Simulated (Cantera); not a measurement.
An adiabatic, constant-pressure homogeneous reactor starts with CH4 : O2 : N2 : H2O = 1 : 1.05 : 8.74 : 0.35 (molar parts), equivalence ratio 1.9, at 1348 K and 1.00 atm.

Detailed kinetics in Cantera: GRI-Mech 3.0 (53 species, 325 reactions).

Problem. Predict: time of steepest temperature rise; temperature at 5.00 s; equilibrium temperature; x(O2) at 5.00 s; x(H2O) at 5.00 s; x(H2) at 5.00 s; x(NO) at 5.00 s.

Solution. 
```
Quantity                                                            Result
---------------------------------  ---------------------------------------
time of steepest temperature rise                                  22.0 ms
temperature at 5.00 s                                               2026 K
equilibrium temperature                                             2026 K
x(O2) at 5.00 s                    1.61e-7 (gas-phase equilibrium 1.61e-7)
x(H2O) at 5.00 s                       0.104 (gas-phase equilibrium 0.104)
x(H2) at 5.00 s                      0.0904 (gas-phase equilibrium 0.0904)
x(NO) at 5.00 s                    6.95e-6 (gas-phase equilibrium 6.93e-6)
```
